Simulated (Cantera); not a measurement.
Feed: 1 mol C2H5OH, 0.028 mol O2, 95 mol H2, equilibrated at 4.10 mbar.

These are equilibrium values from Cantera (NASA tables, ideal gas, pure condensed phases), not measurements of a reactor. Candidate condensed phases: C, C6H6, C7H8, C8H18, H2O; 110 gas species. Rates play no part.

**Question.** Which condensed phases are stable at each of these points (T (K)): 2148, 2248, 2348, 2448, 2548, 2648, 2748, 2848, 2948?

**Answer.** 
```json
[
 {"T (K)": "2148", "condensed phases": "C(graphite)", "C condensed (%)": "29.0"},
 {"T (K)": "2248", "condensed phases": "C(graphite)", "C condensed (%)": "16.4"},
 {"T (K)": "2348", "condensed phases": "gas only", "C condensed (%)": "0.0"},
 {"T (K)": "2448", "condensed phases": "gas only", "C condensed (%)": "0.0"},
 {"T (K)": "2548", "condensed phases": "gas only", "C condensed (%)": "0.0"},
 {"T (K)": "2648", "condensed phases": "gas only", "C condensed (%)": "0.0"},
 {"T (K)": "2748", "condensed phases": "gas only", "C condensed (%)": "0.0"},
 {"T (K)": "2848", "condensed phases": "gas only", "C condensed (%)": "0.0"},
 {"T (K)": "2948", "condensed phases": "gas only", "C condensed (%)": "0.0"}
]
```

From 2148 K to 2248 K the condensed part is C(graphite). From 2348 K to 2948 K nothing is condensed.
